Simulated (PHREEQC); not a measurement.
Dissolve 0.048 mol MnSO4, 6.4e-05 mol H2SO4 and 0.0032 mol Na2SO4 per kg of water at 18 °C. Closed to the air; pH follows from the charge balance.

Model: ion-association model, phreeqc.dat, run in PHREEQC.

Precipitation was switched off in this run.

Task: Predict the pH, density.

Result: pH 4.28; density 1.006 g/cm³.

Task: In which forms is Na present?

Result: Na+ 95 %, NaSO4- 5.1 % of the Na.
